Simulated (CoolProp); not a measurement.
Vapour-liquid equilibrium of propylene (1) + dimethyl ether (2) at 40.75 °C; x and y are mole fractions of (1).

Values from CoolProp's multi-fluid Helmholtz-energy mixture model, Lemmon 2013 and Wu 2011; pair parameters Bell 2016.

**Question.** Give the bubble pressure and the first vapour's composition at x = 0.25, 0.45, 0.85. Is there an azeotrope?

**Answer.** x = 0.25: 1139 kPa, y = 0.369; x = 0.45: 1304 kPa, y = 0.573; x = 0.85: 1585 kPa, y = 0.888. No azeotrope shows between x = 0.05 and 0.95.

The pair parameters rest on a limited set of measurements; away from them the model extrapolates.
